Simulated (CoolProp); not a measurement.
Saturation properties of R1336mzz(E).

Model: reference Helmholtz-energy equation of state, Akasaka 2023, in CoolProp.

```csv
T (K),p (bar),liquid density (kg/m³),vapour density (kg/m³),enthalpy of vaporisation (kJ/kg),liquid cp (kJ/(kg K))
300.9,2.128,1317,15.23,142.9,1.247
305.5,2.486,1303,17.71,140.3,1.255
310.1,2.888,1288,20.51,137.7,1.262
314.7,3.339,1272,23.66,134.9,1.270
319.3,3.840,1257,27.19,132.1,1.280
323.8,4.385,1241,31.07,129.2,1.289
328.4,5.000,1224,35.50,126.2,1.301
333,5.679,1206,40.46,123.1,1.313
337.6,6.425,1188,46.01,119.8,1.327
342.1,7.224,1169,52.08,116.5,1.342
346.7,8.117,1149,59.03,112.9,1.360
```

It boils at 281.0 K under 1 atm.
